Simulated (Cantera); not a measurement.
Input (Python, Cantera) and output of one run.

```python
import numpy as np
import cantera as ct

gas_names = """
    CL CL2 H HCL H2 Ti TiCL TiCL2 TiCL3 TiCL4
""".split()
cond_names = """
    Ti(a) Ti(b) Ti(L) TiCL2(s) TiCL3(s) TiCL4(L)
""".split()


# ... load() reads the species with a 1 bar reference pressure and builds the phases ...
atoms = {
    'TiCl4': {'Ti': 1, 'CL': 4},
    'H2': {'H': 2},
}
top_T = {'TiCL2(s)': 1300, 'TiCL3(s)': 1000}  # K; cautious upper limits of use, not melting points


# ... equilibrate(T, P, feed) seeds the gas with the atoms and calls Mixture.equilibrate('TP', solver="vcs", rtol=1e-11, max_steps=5000) ...
results = []
feed = {'TiCl4': 1, 'H2': 45}  # mol
T = 1323.15  # K
P = 1000  # Pa
mix = equilibrate(T, P, feed)
results.append((T, P, feed, dict(zip(mix.species_names, mix.species_moles))))
print(gas.report(threshold=0.0001))
for i in range(1, mix.n_phases):
    print(f"{mix.phase(i).name:16s} {mix.phase_moles(i):12.5e} mol")
```

Result:

```
       temperature   1323.2 K
          pressure   1000 Pa
           density   0.00054807 kg/m^3
  mean mol. weight   6.0294 kg/kmol
   phase of matter   gas

                          1 kg             1 kmol
                     ---------------   ---------------
          enthalpy        3.0444e+06        1.8356e+07  J
   internal energy        1.2198e+06        7.3548e+06  J
           entropy             36795        2.2185e+05  J/K
    Gibbs function       -4.5641e+07       -2.7519e+08  J
 heat capacity c_p            5442.9             32818  J/K
 heat capacity c_v            4063.9             24503  J/K

                      mass frac. Y      mole frac. X     chem. pot. / RT
                     ---------------   ---------------   ---------------
               HCL           0.13073           0.02162           -41.865
                H2           0.31994           0.95686           -22.894
             TiCL2          0.012856        0.00065267           -72.163
             TiCL3            0.5196          0.020315           -102.58
             TiCL4          0.016878        0.00053654              -133
     [   +5 minor]        4.6247e-06        1.5864e-05

Ti(b)             0.00000e+00 mol
TiCL4(L)          0.00000e+00 mol
```

Method: chemical equilibrium by Gibbs-energy minimisation in Cantera with the NASA 1993 tables (ideal gas, pure condensed phases). The tables' values for TiCl2 are old estimates; treat these amounts as uncertain.
